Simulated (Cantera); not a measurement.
A freely propagating, adiabatic, planar premixed flame of H2 : O2 : N2 : H2O = 1 : 0.568 : 2.14 : 0.4 (molar parts), equivalence ratio 0.88, unburnt at 675 K and 1.10 bar; mixture-averaged transport, grid criteria slope 0.08 and curve 0.16, no radiation.

Model: the H2/O2 subset of GRI-Mech 3.0, which has no nitrogen chemistry, integrated in Cantera. Burning velocities carry a grid error of a few per cent, more on coarse grids.

Problem. What does this change do: H2 1 to 0.79 parts?

Solution. 
```csv
quantity,before,after
laminar burning velocity,708 cm/s,527 cm/s
thermal thickness,0.403 mm,0.377 mm
peak x(H),0.0352,0.0204
peak x(H2O2),1.89e-5,2.40e-5
peak x(O),0.00989,0.00849
```
Lean hydrogen flames are cellular in practice and burn faster than this planar one.

Problem. What does this change do: O2 0.568 to 0.73 parts?

Solution. 
```tsv
quantity	before	after
laminar burning velocity	708 cm/s	711 cm/s
thermal thickness	0.403 mm	0.356 mm
peak x(H)	0.0352	0.0293
peak x(H2O2)	1.89e-5	2.34e-5
peak x(O)	0.00989	0.0129
```
Lean hydrogen flames are cellular in practice and burn faster than this planar one.
